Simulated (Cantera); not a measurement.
**Tantalum, niobium, vanadium and zirconium in process gases: V + N2**

Input: 1 mol V, 15 mol N2, at 527 °C and 10.0 mbar.

Method: chemical equilibrium by Gibbs-energy minimisation in Cantera with the NASA 1993 tables (ideal gas, pure condensed phases). Candidate condensed phases: V, VN; 4 gas species. VN: taken at fixed stoichiometry. Condensed phases not in the tables: V2N. Rates play no part.

```yaml
x(N2): 1.00
n(VN(s)): 1.00 mol
gas_amount: 14.50 mol
log10 activity of V(s) (absent): -8.66
```
